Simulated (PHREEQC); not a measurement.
0.27 g of hydrous ferric oxide (600 m²/g; 0.2 weak and 0.005 strong sites per Fe, Dzombak-Morel constants, diffuse double layer) in 1 kg of water with 0.005 mol/kgw of an inert sodium salt and 0.56 mmol/kgw CuSO4, at 25 °C; the pH is set by adding NaOH or the inert anion's acid. Oxygen is held at 0.21 atm. CO2 from the air is kept out. Nothing may precipitate in this run.

All values are PHREEQC results (ion-association model, wateq4f.dat), not measurements.

| pH | S sorbed (%) | Cu sorbed (%) | surface charge σ (C/m²) | surface potential ψ (mV) |
|---|---|---|---|---|
| 3 | 50.5 | 0.0 | 0.033 | 95 |
| 3.38 | 50.5 | 0.2 | 0.031 | 95 |
| 3.75 | 50.1 | 1.0 | 0.030 | 94 |
| 4.12 | 49.2 | 2.7 | 0.029 | 93 |
| 4.5 | 47.2 | 6.5 | 0.028 | 92 |
| 4.88 | 43.8 | 18.6 | 0.028 | 91 |
| 5.25 | 39.4 | 39.5 | 0.028 | 93 |
| 5.62 | 35.4 | 57.6 | 0.029 | 96 |
| 6 | 33.1 | 68.1 | 0.032 | 101 |
| 6.38 | 31.9 | 72.8 | 0.036 | 106 |
| 6.75 | 31.1 | 74.4 | 0.038 | 109 |
| 7.12 | 29.6 | 73.9 | 0.038 | 109 |
| 7.5 | 25.9 | 71.2 | 0.034 | 104 |
| 7.88 | 18.6 | 66.3 | 0.029 | 95 |
| 8.25 | 9.5 | 60.5 | 0.023 | 84 |
| 8.62 | 3.0 | 56.2 | 0.016 | 68 |
| 9 | 0.6 | 54.0 | 0.010 | 48 |

Along this series the solution becomes supersaturated in solids that the run did not let form, among them Cu(OH)2, Brochantite, Antlerite. The database's constant for dissolved Cu(OH)2 is higher than later reviews accept. The oxide is taken as insoluble; below pH 4 it would dissolve.
